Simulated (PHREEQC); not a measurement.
Dissolve 0.0066 mol NaOH, 0.00019 mol Na2SiO3 and 0.086 mol Na2CO3 per kg of water at 75 °C. Closed to the air; pH follows from the charge balance.

The numbers come from PHREEQC with the ion-association model, phreeqc.dat.

```tsv
quantity	before	after
pH	10.51	10.35
ionic strength (mol/kgw)	0.120	0.0660
Na+ (mol/kgw)	0.107	0.0575
NaCO3- (mol/kgw)	0.0714	0.0319
CO3-2 (mol/kgw)	0.0123	0.00850
HCO3- (mol/kgw)	0.00223	0.00254
```

### Question
What was changed between the two runs?
(A) Na2CO3 from 0.086 to 0.172 mol/kgw
(B) diluted 2-fold with water
(C) NaOH from 0.0066 to 0.00726 mol/kgw
(D) NaOH left out
(E) NaOH replaced by NaH2PO4 at the same molality

### Answer
B, diluted 2-fold with water

This is a speciation only: nothing precipitates in the calculation. At this temperature some constants are extrapolated from 25 °C, and those without enthalpy data are left unchanged.
